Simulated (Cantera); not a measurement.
A perfectly stirred reactor is fed with H2 : O2 : N2 = 1.2 : 1 : 7.4 (molar parts), equivalence ratio 0.60, at 1.00 bar; it is held at 1173 K, and followed from long to short residence time.

Model: the H2/O2 subset of GRI-Mech 3.0, which has no nitrogen chemistry, integrated in Cantera. The temperature is held fixed by assumption; the heat of reaction is taken as removed at once.

Question: What does this change do: 0.22 parts H2O added?

Answer: 
```csv
quantity,before,after
x(H2) at τ = 1.30 s,0.000122,0.000130
x(O2) at τ = 1.30 s,0.0445,0.0434
x(H2O2) at τ = 1.30 s,3.09e-7,2.99e-7
x(H2O) at τ = 1.30 s,0.133,0.154
x(O) at τ = 1.30 s,4.64e-6,3.73e-6
x(H2) at τ = 58.0 ms,0.000891,0.000938
x(O2) at τ = 58.0 ms,0.0448,0.0438
x(H2O2) at τ = 58.0 ms,1.59e-6,1.66e-6
x(H2O) at τ = 58.0 ms,0.132,0.153
x(O) at τ = 58.0 ms,4.78e-5,4.03e-5
```
